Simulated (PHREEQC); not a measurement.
Consider water at 50 °C with 4.5 mmol/kgw NaH2PO4, 0.44 mmol/kgw NaF and 4.3 mmol/kgw KCl. Closed to the air; pH follows from the charge balance.

Computed with PHREEQC (ion-association model, wateq4f.dat).

No solid was allowed to form.

Q: Predict the pH.

A: pH 4.91.

Q: In which forms is F present?

A: F- 97 %, HF 2.6 % of the F.

Species that the database lacks are ignored. H3PO4, which wateq4f.dat lacks, is added to it with the constant of phreeqc.dat. At this temperature some constants are extrapolated from 25 °C, and those without enthalpy data are left unchanged.
